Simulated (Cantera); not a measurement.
Charge: 1 mol Si3N4, 0.011 mol C, 2.9 mol H2, held at 2550 K and 13.5 Torr.

Method: chemical equilibrium by Gibbs-energy minimisation in Cantera with the NASA 1993 tables (ideal gas, pure condensed phases). Candidate condensed phases: C, C6H6, C7H8, C8H18, Si, SiC, Si3N4; 105 gas species. The tables' values for SiN are old estimates; treat these amounts as uncertain. Gases not in the tables: Si2H6 and higher silanes. The numbers say what is thermodynamically allowed, not how fast it happens.

Base state: Si 0.330, H2 0.286, N2 0.240, H 0.124, Si2 0.00819, SiH 0.00580, SiN 0.00203, Si2N 0.00151 (mole fractions); condensed: gas only.

Question: What changes in the equilibrium state with this change: Si3N4 replaced by TiC?

Answer: 
```csv
species,before,after
H2,0.286,0.791
H,0.124,0.207
C2H2 (acetylene),1.72e-7,0.00185
Si,0.330,0
N2,0.240,0
Ti,0,0.000413
Si2,0.00819,0
SiH,0.00580,0
"TiC(s), mol",0,0.999
```
TiC: taken at fixed stoichiometry. Further candidate phases: Ti, TiC.
